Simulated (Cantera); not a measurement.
Charge: 1 mol Cu, 5.6 mol NH3, 35 mol CO, 20 mol CO2, held at 1623.15 K.

Cantera equilibrium calculation (NASA polynomials, part measured and part estimated; ideal gas, pure solids and liquids). Candidate condensed phases: C, C6H6, C7H8, C8H18, Cu, CuO, Cu(OH)2, Cu2O, H2O; 139 gas species. Equilibrium is a limit: real reactors are often held back by kinetics, nucleation or transport.

At 10.0 Pa, list the 6 most abundant gas species with their mole fractions, and the condensed phases.

CO 0.588, CO2 0.229, H2O 0.0679, H2 0.0561, N2 0.0416, Cu 0.0149. Condensed: gas only.
